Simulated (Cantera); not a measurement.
Predominance diagram of Mg at 1150 K against the partial pressures of O₂ and Br₂ (log10, bar). Standard-state values (1 bar) from the NASA 1993 polynomials, evaluated with Cantera. Candidates: Mg(l), MgBr₂(l), MgO(s). Only these pure phases compete in this equilibrium. Not in the tables: oxide halides.

Q: Which phase is stable at these pairs, and which metal-bearing vapour leads over it? (-7.5, -16.3); (-14, -8.1); (-10.8, -16.3); (-2.2, -17.6); (-7.5, -14.9); (-4.3, -17.6); (-12.9, -19)

A: 
```
log p(O₂)  log p(Br₂)   phase  chief vapour  log p (bar)
---------  ----------  ------  ------------  -----------
-7.5            -16.3  MgO(s)         MgBr₂        -18.0
-14              -8.1  MgO(s)         MgBr₂         -6.6
-10.8           -16.3  MgO(s)         MgBr₂        -16.4
-2.2            -17.6  MgO(s)           MgO        -20.4
-7.5            -14.9  MgO(s)         MgBr₂        -16.6
-4.3            -17.6  MgO(s)           MgO        -20.4
-12.9             -19  MgO(s)            Mg        -16.1
```
